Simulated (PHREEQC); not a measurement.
Solution (25 °C): 0.23 mol NaF and 3.8e-05 mol NaCl per kg of water. Closed to the air; pH follows from the charge balance.

Model: ion-association model, wateq4f.dat, run in PHREEQC.

- pH: 8.23
- ionic strength: 0.217 mol/kgw
- activity of water: 0.992

```
species  molality  activity   log γ
-------  --------  --------  ------
F-          0.217     0.152  -0.155
Na+         0.217     0.160  -0.131
NaF        0.0133    0.0140   0.022
Cl-       3.80e-5   2.68e-5  -0.151
OH-       2.40e-6   1.68e-6  -0.155
HF        1.28e-6   1.34e-6   0.022
HF2-      1.12e-6   7.82e-7  -0.155
H+        7.43e-9   5.90e-9  -0.100
```

Precipitation was switched off in this run.
